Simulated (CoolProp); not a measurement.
Model: reference Helmholtz-energy equation of state, Wagner 2002, in CoolProp.

Q: For water, give the phase and the cp (kJ/(kg K)), cv (kJ/(kg K)), Joule-Thomson coefficient (K/MPa), viscosity (µPa s) at 383.45 °C and 18000 kPa.

A: 
- 383.45 °C and 18000 kPa: gas; cp 6.69, cv 2.78, Joule-Thomson coefficient 6.41, viscosity 25.0

Viscosity comes from a separate model (Huber 2009).
